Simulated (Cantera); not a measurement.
Charge: 1 mol TiO2, 0.82 mol CO, 5.4 mol H2, at 1000 K and 0.133 bar.

Equilibrium computed with Cantera from the NASA thermochemical tables; the gas is ideal and each condensed phase is pure. Candidate condensed phases: C, C6H6, C7H8, C8H18, H2O, Ti, TiC, TiO, TiO2, Ti2O3, Ti3O5, Ti4O7; 113 gas species. Rates play no part.

Task: What is the equilibrium state?

Result: 
```
Property                                    Value
--------------------------------------  ---------
x(H2)                                       0.859
x(CO)                                       0.125
x(CH4)                                    0.00800
x(H2O)                                    0.00663
x(CO2)                                    0.00138
n(TiO2(rutile))                          1.00 mol
gas amount                              6.122 mol
log10 activity of C(graphite) (absent)      -0.07
log10 activity of Ti4O7(s) (absent)         -2.02
log10 activity of Ti3O5(s) (absent)         -2.28
```
